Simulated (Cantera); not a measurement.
Input: 1 mol C2H6, 0.46 mol NH3, 0.4 mol H2, 0.051 mol H2O, at 0.110 bar.

Cantera equilibrium calculation (NASA polynomials, part measured and part estimated; ideal gas, pure solids and liquids). Candidate condensed phases: C, C6H6, C7H8, C8H18, H2O; 136 gas species. Rates play no part.

**Question.** What share of the C ends up in condensed phases as a function of T (K), at 1673, 1773, 1873, 1973, 2073, 2173, 2273, 2373?

**Answer.** 
```tsv
T (K)	C condensed (%)	as
1673	97.2	C(graphite)
1773	97.1	C(graphite)
1873	96.9	C(graphite)
1973	96.5	C(graphite)
2073	96.0	C(graphite)
2173	95.1	C(graphite)
2273	94.0	C(graphite)
2373	92.4	C(graphite)
```
